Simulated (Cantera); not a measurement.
Stirred combustor or abatement burner

A perfectly stirred reactor is fed with 10.1 % CH₄, 0.675 % C₂H₆, 18.7 % O₂, 70.5 % N₂, equivalence ratio 1.2, at 10.0 bar; it is adiabatic with a 575 K inlet, and is followed from long to short residence time, starting on the burning branch (τ in s: 0.049, 0.022, 0.0098, 0.0044, 0.002, 0.00089, 0.0004, 0.00018, 8e-05, 3.6e-05, 1.6e-05, 7.2e-06, 3.2e-06).

Detailed kinetics in Cantera: GRI-Mech 3.0 (53 species, 325 reactions).

```tsv
τ (s)	T (K)	x CH₄	x C₂H₆	x O₂	x HCO	x CH₂CO	x H
0.049	2337	1.01e-5	1.04e-8	7.22e-5	6.52e-8	2.52e-8	0.000659
0.022	2335	1.90e-5	2.28e-8	0.000109	7.97e-8	5.40e-8	0.000718
0.0098	2333	3.34e-5	5.00e-8	0.000178	1.09e-7	1.14e-7	0.000816
0.0044	2329	5.42e-5	1.07e-7	0.000303	1.67e-7	2.30e-7	0.000965
0.0020	2323	8.30e-5	2.25e-7	0.000518	2.82e-7	4.45e-7	0.00118
0.00089	2314	0.000126	4.73e-7	0.000898	5.20e-7	8.45e-7	0.00147
0.00040	2300	0.000193	9.84e-7	0.00154	1.00e-6	1.57e-6	0.00184
0.00018	2281	0.000315	2.08e-6	0.00267	2.00e-6	2.98e-6	0.00226
8.0e-5	2250	0.000579	4.75e-6	0.00482	4.11e-6	6.39e-6	0.00263
3.6e-5	2190	0.00141	1.43e-5	0.0100	8.40e-6	2.01e-5	0.00250
1.6e-5	575	0.101	0.00675	0.187	<1e-12	<1e-12	<1e-12
7.2e-6	575	0.101	0.00675	0.187	<1e-12	<1e-12	<1e-12
3.2e-6	575	0.101	0.00675	0.187	<1e-12	<1e-12	<1e-12
```
x: mole fraction; the columns are a selection and need not sum to one.
